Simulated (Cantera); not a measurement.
An adiabatic, constant-pressure homogeneous reactor starts with H2 : O2 : N2 = 1 : 1.11 : 12 (molar parts), equivalence ratio 0.45, at 1523 K and 9.70 bar.

Cantera simulation using the H2/O2 subset of GRI-Mech 3.0, which has no nitrogen chemistry; the numbers are that mechanism's predictions, not measurements. The hydrogen kinetics of GRI-Mech 3.0 are dated; newer H2 mechanisms differ, most at raised pressure.

### Question
Predict: time of steepest temperature rise; temperature at 8.00 s; equilibrium temperature; x(H2) at 8.00 s; x(O2) at 8.00 s; x(H2O) at 8.00 s; x(O) at 8.00 s; x(HO2) at 8.00 s; x(OH) at 8.00 s; x(H) at 8.00 s.

### Answer
- time of steepest temperature rise: 3.53 µs
- temperature at 8.00 s: 2021 K
- equilibrium temperature: 2021 K
- x(H2) at 8.00 s: 3.77e-5 (gas-phase equilibrium 3.77e-5)
- x(O2) at 8.00 s: 0.0446 (gas-phase equilibrium 0.0446)
- x(H2O) at 8.00 s: 0.0730 (gas-phase equilibrium 0.0730)
- x(O) at 8.00 s: 5.35e-5 (gas-phase equilibrium 5.35e-5)
- x(HO2) at 8.00 s: 1.45e-6 (gas-phase equilibrium 1.45e-6)
- x(OH) at 8.00 s: 0.000747 (gas-phase equilibrium 0.000747)
- x(H) at 8.00 s: 3.72e-6 (gas-phase equilibrium 3.72e-6)
